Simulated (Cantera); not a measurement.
Thermodynamics of hydrogen reduction and annealing atmospheres, feed Nb2O5 + H2

Feed: 1 mol Nb2O5, 5.9 mol H2, equilibrated at 0.390 bar.

Equilibrium computed with Cantera from the NASA thermochemical tables; the gas is ideal and each condensed phase is pure. Candidate condensed phases: H2O, Nb, NbO, NbO2, Nb2O5; 12 gas species. Mutual solubility and eutectic melting of coexisting phases are not modelled. Condensed phases not in the tables: the oxides between NbO2 and Nb2O5. Equilibrium is a limit: real reactors are often held back by kinetics, nucleation or transport.

| T (K) | x H2 | x H2O | x H | x OH | n NbO2(s) | n Nb2O5(s) | n Nb2O5(l) |
|---|---|---|---|---|---|---|---|
| 1175 | 0.982 | 0.0180 | 1.95e-7 | 2.48e-11 | 0.212 | 0.894 | 0 |
| 1275 | 0.968 | 0.0321 | 1.16e-6 | 4.48e-10 | 0.379 | 0.811 | 0 |
| 1375 | 0.948 | 0.0522 | 5.34e-6 | 5.30e-9 | 0.616 | 0.692 | 0 |
| 1475 | 0.921 | 0.0787 | 1.99e-5 | 4.46e-8 | 0.928 | 0.536 | 0 |
| 1575 | 0.889 | 0.111 | 6.27e-5 | 2.85e-7 | 1.31 | 0.344 | 0 |
| 1675 | 0.851 | 0.149 | 0.000171 | 1.45e-6 | 1.76 | 0.120 | 0 |
| 1775 | 0.830 | 0.169 | 0.000422 | 5.37e-6 | 2.00 | 0 | 0 |
| 1875 | 0.830 | 0.169 | 0.000956 | 1.52e-5 | 2.00 | 0 | 0 |
| 1975 | 0.837 | 0.161 | 0.00200 | 3.67e-5 | 1.90 | 0 | 0.0492 |
x: gas mole fraction; n: condensed amount in mol.

From 1175 K to 1675 K the condensed part is NbO2(s) + Nb2O5(s). From 1775 K to 1875 K the condensed part is NbO2(s). At 1975 K the condensed part is NbO2(s) + Nb2O5(l).
